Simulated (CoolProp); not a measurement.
Vapour pressure (MPa) of ammonia: the reference equation beside estimates from Tc = 132.4 °C, pc = 11.36 MPa, ω = 0.256. Clausius-Clapeyron is anchored at 32.45 °C with a constant enthalpy of vaporisation of 19.31 kJ/mol.

The numbers come from the reference Helmholtz-energy equation of state, Gao 2020 in CoolProp.

```json
[
 {"T (°C)": "20.05", "reference": "0.8584", "Lee-Kesler": "0.8623", "Clausius-Clapeyron": "0.9092", "van der Waals": "2.680", "Redlich-Kwong": "1.297", "Soave-Redlich-Kwong": "0.8619", "Peng-Robinson": "0.8562"},
 {"T (°C)": "24.25", "reference": "0.9797", "Lee-Kesler": "0.9856", "Clausius-Clapeyron": "1.017", "van der Waals": "2.876", "Redlich-Kwong": "1.453", "Soave-Redlich-Kwong": "0.9855", "Peng-Robinson": "0.9777"},
 {"T (°C)": "28.35", "reference": "1.110", "Lee-Kesler": "1.118", "Clausius-Clapeyron": "1.131", "van der Waals": "3.075", "Redlich-Kwong": "1.619", "Soave-Redlich-Kwong": "1.119", "Peng-Robinson": "1.109"},
 {"T (°C)": "32.45", "reference": "1.254", "Lee-Kesler": "1.264", "Clausius-Clapeyron": "1.254", "van der Waals": "3.283", "Redlich-Kwong": "1.797", "Soave-Redlich-Kwong": "1.265", "Peng-Robinson": "1.253"},
 {"T (°C)": "36.55", "reference": "1.411", "Lee-Kesler": "1.424", "Clausius-Clapeyron": "1.387", "van der Waals": "3.500", "Redlich-Kwong": "1.988", "Soave-Redlich-Kwong": "1.426", "Peng-Robinson": "1.411"},
 {"T (°C)": "40.65", "reference": "1.583", "Lee-Kesler": "1.597", "Clausius-Clapeyron": "1.529", "van der Waals": "3.726", "Redlich-Kwong": "2.193", "Soave-Redlich-Kwong": "1.601", "Peng-Robinson": "1.583"},
 {"T (°C)": "44.75", "reference": "1.770", "Lee-Kesler": "1.787", "Clausius-Clapeyron": "1.683", "van der Waals": "3.962", "Redlich-Kwong": "2.413", "Soave-Redlich-Kwong": "1.792", "Peng-Robinson": "1.771"},
 {"T (°C)": "48.85", "reference": "1.973", "Lee-Kesler": "1.992", "Clausius-Clapeyron": "1.847", "van der Waals": "4.206", "Redlich-Kwong": "2.647", "Soave-Redlich-Kwong": "2.000", "Peng-Robinson": "1.975"},
 {"T (°C)": "52.95", "reference": "2.193", "Lee-Kesler": "2.214", "Clausius-Clapeyron": "2.022", "van der Waals": "4.460", "Redlich-Kwong": "2.897", "Soave-Redlich-Kwong": "2.226", "Peng-Robinson": "2.197"},
 {"T (°C)": "57.05", "reference": "2.431", "Lee-Kesler": "2.454", "Clausius-Clapeyron": "2.209", "van der Waals": "4.723", "Redlich-Kwong": "3.163", "Soave-Redlich-Kwong": "2.469", "Peng-Robinson": "2.437"},
 {"T (°C)": "61.15", "reference": "2.689", "Lee-Kesler": "2.712", "Clausius-Clapeyron": "2.408", "van der Waals": "4.995", "Redlich-Kwong": "3.444", "Soave-Redlich-Kwong": "2.732", "Peng-Robinson": "2.696"},
 {"T (°C)": "65.25", "reference": "2.966", "Lee-Kesler": "2.990", "Clausius-Clapeyron": "2.619", "van der Waals": "5.278", "Redlich-Kwong": "3.742", "Soave-Redlich-Kwong": "3.015", "Peng-Robinson": "2.975"},
 {"T (°C)": "69.35", "reference": "3.263", "Lee-Kesler": "3.289", "Clausius-Clapeyron": "2.844", "van der Waals": "5.570", "Redlich-Kwong": "4.058", "Soave-Redlich-Kwong": "3.319", "Peng-Robinson": "3.276"}
]
```

Absolute difference from the reference over all 13 rows, mean and median: Lee-Kesler 0.8 and 0.9 %, Clausius-Clapeyron 6.2 and 5.9 %, van der Waals 130.5 and 123.8 %, Redlich-Kwong 36.9 and 36.3 %, Soave-Redlich-Kwong 1.2 and 1.2 %, Peng-Robinson 0.2 and 0.2 %.
